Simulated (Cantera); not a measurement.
Cantera run, input and output.

```python
import numpy as np
import cantera as ct

gas = ct.Solution("gri30.yaml")
gas.TPX = 1500, 100000, {'NO': 1, 'N2': 6.7}
reactor = ct.IdealGasConstPressureReactor(gas, energy="off", clone=False)
net = ct.ReactorNet([reactor])
net.rtol, net.atol = 1e-08, 1e-18
show = ['NO', 'O2', 'NO2', 'N2O', 'O']
times = np.geomspace(0.0004, 80, 15)

steps = ct.SolutionArray(gas, extra=["t"])
rows = []
print(f"{'t/s':>10s}{'T/K':>9s}{'P/Pa':>11s}" + "".join(f"{s:>11s}" for s in show))
for t in times:
    while net.time < t:
        t_next = net.step()
        steps.append(gas.state, t=t_next)
    rows.append([np.interp(t, steps.t, y) for y in (steps.T, steps.P, *steps(*show).X.T)])
    print(f"{t:10.3e}{rows[-1][0]:9.1f}{rows[-1][1]:11.4g}" + "".join(f"{x:11.3e}" for x in rows[-1][2:]))
rate = np.gradient(steps.T, steps.t)
print("integrator steps:", len(steps.t))
if steps.T.max() > steps.T[0] + 200:
    print(f"time of steepest temperature rise: {steps.t[rate.argmax()]:.4e} s")
gas.TPX = 1500, 100000, {'NO': 1, 'N2': 6.7}
gas.equilibrate("TP")
print(f"equilibrium (TP): T = {gas.T:.1f} K  " + "  ".join(f"{s} {gas[s].X[0]:.3e}" for s in show))
```

Result:

```
       t/s      T/K       P/Pa         NO         O2        NO2        N2O          O
 4.000e-04   1500.0      1e+05  1.299e-01  1.744e-11  5.687e-08  6.167e-08  5.459e-09
 9.565e-04   1500.0      1e+05  1.299e-01  5.296e-11  1.444e-07  1.464e-07  5.772e-09
 2.287e-03   1500.0      1e+05  1.299e-01  1.891e-10  3.587e-07  3.437e-07  6.530e-09
 5.470e-03   1500.0      1e+05  1.299e-01  8.940e-10  8.983e-07  7.878e-07  8.388e-09
 1.308e-02   1500.0      1e+05  1.299e-01  6.118e-09  2.325e-06  1.707e-06  1.306e-08
 3.128e-02   1500.0      1e+05  1.299e-01  6.154e-08  6.290e-06  3.266e-06  2.504e-08
 7.480e-02   1500.0      1e+05  1.298e-01  7.823e-07  1.664e-05  4.958e-06  5.368e-08
 1.789e-01   1500.0      1e+05  1.298e-01  8.253e-06  3.331e-05  5.656e-06  9.671e-08
 4.278e-01   1500.0      1e+05  1.297e-01  4.318e-05  4.082e-05  5.691e-06  1.156e-07
 1.023e+00   1500.0      1e+05  1.295e-01  1.343e-04  4.334e-05  5.674e-06  1.225e-07
 2.446e+00   1500.0      1e+05  1.291e-01  3.518e-04  4.842e-05  5.635e-06  1.367e-07
 5.850e+00   1500.0      1e+05  1.280e-01  8.674e-04  5.851e-05  5.543e-06  1.653e-07
 1.399e+01   1500.0      1e+05  1.256e-01  2.072e-03  7.625e-05  5.332e-06  2.178e-07
 3.345e+01   1500.0      1e+05  1.201e-01  4.793e-03  1.027e-04  4.874e-06  3.043e-07
 8.000e+01   1500.0      1e+05  1.087e-01  1.047e-02  1.326e-04  3.992e-06  4.319e-07
integrator steps: 791
equilibrium (TP): T = 1500.0 K  NO 7.425e-04  O2 6.456e-02  NO2 2.198e-06  N2O 4.960e-08  O 1.037e-06
```

Model: GRI-Mech 3.0 (53 species, 325 reactions), integrated in Cantera.
